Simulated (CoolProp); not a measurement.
Sulfur hexafluoride along the isotherm 277.1 K: Z from the reference equation and from simpler models built on Tc = 318.7 K, pc = 37.55 bar, ω = 0.210; each cubic takes its own stable root.

Values from CoolProp's reference Helmholtz-energy equation of state, Guder 2009.

```tsv
p (bar)	phase	reference
5.12	gas	0.9230
10.2	gas	0.8324
15.4	liquid	0.06373
20.5	liquid	0.08435
25.6	liquid	0.1048
30.7	liquid	0.1250
35.8	liquid	0.1451
41	liquid	0.1654
46.1	liquid	0.1852
51.2	liquid	0.2048
56.3	liquid	0.2243
```

Problem. How far does each simpler model (van der Waals, Redlich-Kwong, Soave-Redlich-Kwong, Peng-Robinson) lie from the reference over these 11 states: mean and median of the absolute difference, and the worst?

Solution. 
- van der Waals: mean 201.9 %, median 51.1 %, worst +1141.5 % at 277.1 K and 15.4 bar
- Redlich-Kwong: mean 105.2 %, median 11.3 %, worst +1060.8 % at 277.1 K and 15.4 bar
- Soave-Redlich-Kwong: mean 6.8 %, median 7.7 %, worst +10.3 % at 277.1 K and 15.4 bar
- Peng-Robinson: mean 3.6 %, median 4.0 %, worst -5.5 % at 277.1 K and 56.3 bar

At some of these states van der Waals, Redlich-Kwong gives the other phase, because its saturation line lies elsewhere.
